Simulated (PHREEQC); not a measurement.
1 kg of water holding 0.061 mol/kgw Na2SO4 meets 20 L of dry gas (H2 0.62, N2 0.38 by moles) at fixed total pressure, at 60 °C; fugacities by Peng-Robinson. The gases take part in no redox reaction, some water evaporates into the gas, and hydrates or a liquid gas phase aren't modelled. Precipitation was switched off in this run.

Equilibrium calculation in PHREEQC: ion-association model, phreeqc.dat.

```csv
P (atm),dissolved H2 (mol/kgw),φ of H2,p of H2 (atm)
2,0.000782,1.001,1.12
5,0.00208,1.002,2.98
10,0.00422,1.003,6.07
20,0.00846,1.006,12.3
30,0.0126,1.009,18.5
40,0.0168,1.012,24.7
50,0.0208,1.016,30.9
75,0.0307,1.024,46.3
100,0.0403,1.033,61.8
150,0.0585,1.052,92.8
200,0.0755,1.072,124
300,0.106,1.117,186
400,0.134,1.167,248
```

Away from 25 °C the constants follow the database's enthalpies or fits; those with neither stay at their 25 °C values.
